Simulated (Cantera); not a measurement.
**Silicon etching in halogen gases: Si + HCl + N2**

Charge: 1 mol Si, 9.3 mol HCl, 6.5 mol N2, at 45.0 Pa.

Cantera equilibrium calculation (NASA polynomials, part measured and part estimated; ideal gas, pure solids and liquids). Candidate condensed phases: NH4Cl, Si, Si3N4; 28 gas species. N2 is the only nitrogen source here; it is nearly inert below about 1500 K, so the nitride shown seldom forms there in practice. The tables' values for SiCl3 are old estimates; treat these amounts as uncertain. Kinetics and transport are ignored.

From 523 K to 823 K nothing is condensed. From 923 K to 1123 K the condensed part is Si3N4(s). The main Si-bearing gas is SiCl4 throughout.

```
T (K)   x N2  x HCl   x H2  x SiCl4  n Si3N4(s)
-----  -----  -----  -----  -------  ----------
523    0.439  0.358  0.135   0.0676           0
623    0.439  0.358  0.135   0.0676           0
723    0.439  0.358  0.135   0.0676           0
823    0.439  0.358  0.135   0.0675           0
923    0.437  0.371  0.128   0.0642      0.0158
1023   0.433  0.388  0.119   0.0590      0.0376
1123   0.430  0.400  0.112   0.0533      0.0473
```
x: gas mole fraction; n: condensed amount in mol.
